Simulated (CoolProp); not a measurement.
Vapour-liquid equilibrium of R125 (1) + R245fa (2) at 3.85 °C; x and y are mole fractions of (1).

Model: multi-fluid Helmholtz-energy mixture model, Lemmon 2005 and Akasaka 2015; pair parameters Bell 2016, in CoolProp.

```
x      bubble pressure, mixture model (kPa)  bubble pressure, Raoult's law (kPa)  y, mixture model  y, Raoult's law
-----  ------------------------------------  -----------------------------------  ----------------  ---------------
0.05                                  101.3                                97.93             0.395            0.386
0.125                                 155.8                                149.9             0.628            0.630
0.2                                   208.1                                201.8             0.738            0.749
0.275                                 258.7                                253.8             0.803            0.819
0.35                                  308.2                                305.7             0.846            0.865
0.425                                 357.1                                357.6             0.878            0.898
0.5                                   405.7                                409.6             0.903            0.923
0.575                                 454.6                                461.5             0.924            0.942
0.65                                  504.0                                513.5             0.941            0.957
0.725                                 554.4                                565.4             0.956            0.969
0.8                                   606.2                                617.4             0.969            0.979
0.875                                 660.0                                669.3             0.981            0.988
0.95                                  716.4                                721.2             0.993            0.996
```

The largest gap from Raoult's law is +3.9 % in bubble pressure, at x = 0.125. No azeotrope shows between x = 0.05 and 0.95.

Pair parameters are fitted to limited data, so mixtures are less certain than the pure fluids. The gap from Raoult's law changes sign with composition, which may be real or a fault of the pair parameters; it wasn't checked against measurements.
